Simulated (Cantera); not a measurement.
## TiCl₄ + O₂ + H₂ (titanium nitride, carbide and oxide coatings)

Input: 1 mol TiCl₄, 0.54 mol O₂, 140 mol H₂, at 0.660 bar.

These are equilibrium values from Cantera (NASA tables, ideal gas, pure condensed phases), not measurements of a reactor. Candidate condensed phases: H₂O, Ti, TiCl₂, TiCl₃, TiCl₄, TiO, TiO₂, Ti₂O₃, Ti₃O₅, Ti₄O₇; 23 gas species. Mutual solubility and eutectic melting of coexisting phases are not modelled. The tables' values for TiCl₂ are old estimates; treat these amounts as uncertain. TiO: taken at fixed stoichiometry. The numbers say what is thermodynamically allowed, not how fast it happens.

```tsv
T (K)	x H₂	x HCl	x H	x TiCl₃	n TiO(s)	n Ti₂O₃(s)
1525	0.975	0.0238	2.87e-5	0.00134	0.219	0.286
1575	0.974	0.0248	5.05e-5	0.00102	0.364	0.238
1625	0.973	0.0256	8.57e-5	0.000768	0.476	0.200
1675	0.973	0.0262	0.000141	0.000574	0.561	0.171
1725	0.973	0.0266	0.000225	0.000428	0.626	0.149
1775	0.972	0.0270	0.000351	0.000320	0.675	0.131
1825	0.972	0.0272	0.000534	0.000240	0.714	0.117
1875	0.971	0.0273	0.000795	0.000181	0.747	0.104
1925	0.971	0.0274	0.00116	0.000138	0.777	0.0919
1975	0.970	0.0275	0.00166	0.000105	0.806	0.0792
```
x: gas mole fraction; n: condensed amount in mol.

From 1525 K to 1975 K the condensed part is TiO(s) + Ti₂O₃(s). The share of Ti in condensed phases is highest at 1975 K (96.4 %) and lowest at 1525 K (79.2 %).
